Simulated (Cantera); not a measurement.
Standard-state values (1 bar) from the NASA 1993 polynomials, evaluated with Cantera. Values are per mole of reaction as written; species without (g) are pure solids or liquids, kept so even where they would boil at 1 bar.

2 Cr₂N + 3 H₂O₂(g) ⇌ 6 O(g) + 4 Cr + 2 NH₃(g)

| T (K) | ΔH° (kJ) | ΔS° (J/K) | ΔG° (kJ) | log10 K |
|---|---|---|---|---|
| 700 | (withheld) | (withheld) | (withheld) | (withheld) |
| 800 | (withheld) | (withheld) | (withheld) | (withheld) |
| 900 | 2069.7 | 628.7 | 1503.9 | -87.28 |
| 1000 | 2069.5 | 628.4 | 1441.0 | -75.27 |
| 1100 | 2069.2 | 628.2 | 1378.2 | -65.44 |
| 1200 | 2069.0 | 628.0 | 1315.4 | -57.26 |
| 1300 | (withheld) | (withheld) | (withheld) | (withheld) |
| 1400 | 2069.1 | 628.0 | 1189.8 | -44.39 |
| 1500 | 2069.4 | 628.3 | 1127.0 | -39.24 |
| 1600 | (withheld) | (withheld) | (withheld) | (withheld) |
| 1700 | 2070.9 | 629.2 | 1001.3 | -30.76 |

Q: What belongs in the gaps?

A: 
- 700, ΔH° (kJ): 2069.5
- 700, ΔS° (J/K): 628.4
- 700, ΔG° (kJ): 1629.7
- 700, log10 K: -121.60
- 800, ΔH° (kJ): 2069.8
- 800, ΔS° (J/K): 628.8
- 800, ΔG° (kJ): 1566.8
- 800, log10 K: -102.30
- 1300, ΔH° (kJ): 2068.9
- 1300, ΔS° (J/K): 627.9
- 1300, ΔG° (kJ): 1252.6
- 1300, log10 K: -50.33
- 1600, ΔH° (kJ): 2070.0
- 1600, ΔS° (J/K): 628.7
- 1600, ΔG° (kJ): 1064.2
- 1600, log10 K: -34.74
